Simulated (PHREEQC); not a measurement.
0.016 g of hydrous ferric oxide (600 m²/g; 0.2 weak and 0.005 strong sites per Fe, Dzombak-Morel constants, diffuse double layer) in 1 kg of water with 0.3 mol/kgw of an inert sodium salt and 0.0052 mmol/kgw Na2HAsO4, at 25 °C; the pH is set by adding NaOH or the inert anion's acid. Oxygen is held at 0.21 atm. The system is closed to CO2. Precipitation was switched off in this run.

All values are PHREEQC results (ion-association model, wateq4f.dat), not measurements.

```json
[
 {"pH": "3", "As sorbed (%)": "99.7", "surface charge σ (C/m²)": "0.311", "surface potential ψ (mV)": "117"},
 {"pH": "3.5", "As sorbed (%)": "99.8", "surface charge σ (C/m²)": "0.300", "surface potential ψ (mV)": "115"},
 {"pH": "4", "As sorbed (%)": "99.8", "surface charge σ (C/m²)": "0.280", "surface potential ψ (mV)": "112"},
 {"pH": "4.5", "As sorbed (%)": "99.9", "surface charge σ (C/m²)": "0.251", "surface potential ψ (mV)": "106"},
 {"pH": "5", "As sorbed (%)": "99.9", "surface charge σ (C/m²)": "0.211", "surface potential ψ (mV)": "98"},
 {"pH": "5.5", "As sorbed (%)": "99.9", "surface charge σ (C/m²)": "0.161", "surface potential ψ (mV)": "85"},
 {"pH": "6", "As sorbed (%)": "99.8", "surface charge σ (C/m²)": "0.111", "surface potential ψ (mV)": "67"},
 {"pH": "6.5", "As sorbed (%)": "99.6", "surface charge σ (C/m²)": "0.067", "surface potential ψ (mV)": "47"},
 {"pH": "7", "As sorbed (%)": "98.9", "surface charge σ (C/m²)": "0.031", "surface potential ψ (mV)": "24"},
 {"pH": "7.5", "As sorbed (%)": "95.6", "surface charge σ (C/m²)": "0.001", "surface potential ψ (mV)": "0"},
 {"pH": "8", "As sorbed (%)": "85.3", "surface charge σ (C/m²)": "-0.027", "surface potential ψ (mV)": "-21"},
 {"pH": "8.5", "As sorbed (%)": "69.5", "surface charge σ (C/m²)": "-0.053", "surface potential ψ (mV)": "-39"},
 {"pH": "9", "As sorbed (%)": "54.8", "surface charge σ (C/m²)": "-0.080", "surface potential ψ (mV)": "-54"},
 {"pH": "9.5", "As sorbed (%)": "41.4", "surface charge σ (C/m²)": "-0.111", "surface potential ψ (mV)": "-68"},
 {"pH": "10", "As sorbed (%)": "28.0", "surface charge σ (C/m²)": "-0.149", "surface potential ψ (mV)": "-81"},
 {"pH": "10.5", "As sorbed (%)": "15.2", "surface charge σ (C/m²)": "-0.195", "surface potential ψ (mV)": "-94"},
 {"pH": "11", "As sorbed (%)": "5.9", "surface charge σ (C/m²)": "-0.248", "surface potential ψ (mV)": "-106"}
]
```

The oxide is taken as insoluble; below pH 4 it would dissolve.
